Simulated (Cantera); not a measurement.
Cantera run:

```python
import numpy as np
import cantera as ct

gas_names = """
    CL CL2 H HCL H2 Si SiCL SiCL2 SiCL3 SiCL4 SiH SiHCL3 SiH2 SiH2CL2 SiH3 SiH3CL SiH4 Si2 Si3
""".split()
cond_names = """
    Si(cr) Si(L)
""".split()


def load(file, names, dense=False):
    # The tables refer to 1 bar. Condensed volumes are neglected.
    table = {s.name: s for s in ct.Species.list_from_file(file)}
    out = []
    for n in names:
        d = dict(table[n].input_data)
        d["thermo"] = dict(d["thermo"], **{"reference-pressure": 1e5})
        if dense:
            d["equation-of-state"] = {"model": "constant-volume", "density": "1e6 g/cm^3"}
        out.append(ct.Species.from_dict(d))
    return out


gas = ct.Solution(thermo="ideal-gas", species=load("nasa_gas.yaml", gas_names))
cond = {s.name: ct.Solution(thermo="fixed-stoichiometry", species=[s], name=s.name)
        for s in load("nasa_condensed.yaml", cond_names, dense=True)}
atoms = {
    'SiHCl3': {'Si': 1, 'H': 1, 'CL': 3},
    'H2': {'H': 2},
}
top_T = {}  # K; cautious upper limits of use, not melting points


def equilibrate(T, P, feed):
    n = {}
    for name, mol in feed.items():
        for a, k in atoms[name].items():
            n[a] = n.get(a, 0.0) + k * mol
    gas.TPX = T, P, n
    mass = sum(n.values()) * gas.mean_molecular_weight
    gas.equilibrate("TP")
    valid = [c for c in cond.values() if c.min_temp <= T <= top_T.get(c.name, c.max_temp)]
    mix = ct.Mixture([(gas, mass / gas.mean_molecular_weight)] + [(c, 0.0) for c in valid])
    mix.T, mix.P = T, P
    mix.equilibrate("TP", solver="vcs", rtol=1e-11, max_steps=5000)
    return mix


results = []
T = 1550  # K
P = 6500  # Pa
for m in [6.9, 8.3, 10, 12, 15, 18, 22, 26, 32, 38, 46, 56, 68]:
    feed = {'SiHCl3': 1, 'H2': m}  # mol
    mix = equilibrate(T, P, feed)
    results.append((T, P, feed, dict(zip(mix.species_names, mix.species_moles))))

top = {s: max(r[3][s] / sum(r[3][g] for g in gas_names) for r in results) for s in gas_names}
cols = sorted((s for s in top if top[s] > 1e-06), key=lambda s: -top[s])[:6]
seen = [c for c in cond_names if any(r[3].get(c, 0) > 1e-12 for r in results)]
print("log10 of partial pressures in bar; condensed amounts in mol")
print(f"{'n(H2)':>10s}" + "".join(f"{s[:9]:>10s}" for s in cols + seen))
for T, P, feed, n in results:
    ng = sum(n[g] for g in gas_names)
    print(f"{feed['H2']:10.4g}" + "".join(f"{np.log10(max(n[s] / ng * P / 1e5, 1e-99)):10.3f}" for s in cols)
          + "".join(f"{n.get(c, 0):10.4g}" for c in seen))
```

It prints:

```
log10 of partial pressures in bar; condensed amounts in mol
     n(H2)        H2       HCL     SiCL2     SiCL3     SiCL4    SiHCL3    Si(cr)
       6.9    -1.303    -2.040    -2.254    -3.382    -4.064    -4.237    0.1647
       8.3    -1.288    -2.073    -2.336    -3.503    -4.226    -4.352    0.2043
        10    -1.275    -2.110    -2.422    -3.634    -4.400    -4.475    0.2465
        12    -1.263    -2.149    -2.512    -3.768    -4.579    -4.603    0.2897
        15    -1.250    -2.200    -2.627    -3.941    -4.810    -4.770    0.3446
        18    -1.242    -2.246    -2.727    -4.090    -5.009    -4.915    0.3905
        22    -1.233    -2.299    -2.841    -4.262    -5.237    -5.082    0.4416
        26    -1.227    -2.345    -2.940    -4.410    -5.436    -5.228    0.4839
        32    -1.221    -2.406    -3.068    -4.602    -5.691    -5.417    0.5359
        38    -1.216    -2.458    -3.178    -4.767    -5.911    -5.579    0.5777
        46    -1.211    -2.519    -3.304    -4.956    -6.163    -5.766    0.6224
        56    -1.208    -2.584    -3.438    -5.157    -6.431    -5.965    0.6661
        68    -1.204    -2.651    -3.574    -5.361    -6.704    -6.168    0.7064
```

Cantera equilibrium calculation (NASA polynomials, part measured and part estimated; ideal gas, pure solids and liquids). The tables' values for SiCl3, SiCl are old estimates; treat these amounts as uncertain.
